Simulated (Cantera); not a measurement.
Low-pressure radical oxidation in H2/O2

An isothermal, constant-pressure homogeneous reactor starts with 10.6 % H2, 27.1 % O2, 62.3 % N2, at 1400 K and 15.8 Torr.

Model: GRI-Mech 3.0 (53 species, 325 reactions), integrated in Cantera. Radical loss at walls, strong at low pressure, is not modelled. The temperature is held fixed by assumption; the heat of reaction is taken as removed at once.

```csv
t (s),x H2,x O2,x H2O,x O,x NO,x OH
1.00e-5,0.106,0.271,2.26e-10,1.01e-9,<1e-12,9.56e-10
2.51e-5,0.106,0.271,3.01e-9,5.50e-9,<1e-12,4.87e-9
6.31e-5,0.106,0.271,3.74e-8,2.97e-8,<1e-12,2.43e-8
0.000159,0.106,0.271,6.23e-7,2.64e-7,<1e-12,2.07e-7
0.000399,0.106,0.271,6.21e-5,2.14e-5,<1e-12,1.66e-5
0.00100,0.0122,0.215,0.0703,0.0325,7.83e-8,0.00941
0.00252,0.00672,0.210,0.0781,0.0374,9.79e-7,0.00803
0.00632,0.00623,0.212,0.0819,0.0334,2.90e-6,0.00777
0.0159,0.00505,0.216,0.0895,0.0253,6.04e-6,0.00706
0.0399,0.00285,0.222,0.101,0.0131,8.89e-6,0.00538
0.100,0.000821,0.228,0.108,0.00358,9.80e-6,0.00291
0.252,0.000140,0.230,0.111,0.000604,9.90e-6,0.00121
0.634,2.49e-5,0.230,0.111,0.000107,9.92e-6,0.000510
1.59,5.75e-6,0.230,0.111,2.48e-5,9.93e-6,0.000246
4.00,1.75e-6,0.230,0.112,7.55e-6,9.93e-6,0.000136
```
x: mole fraction; the columns are a selection and need not sum to one.

Equilibrium at this temperature and pressure: H2 7.30e-7, O2 0.230, H2O 0.112, O 3.15e-6, NO 0.000696, OH 8.76e-5 (gas phase only).
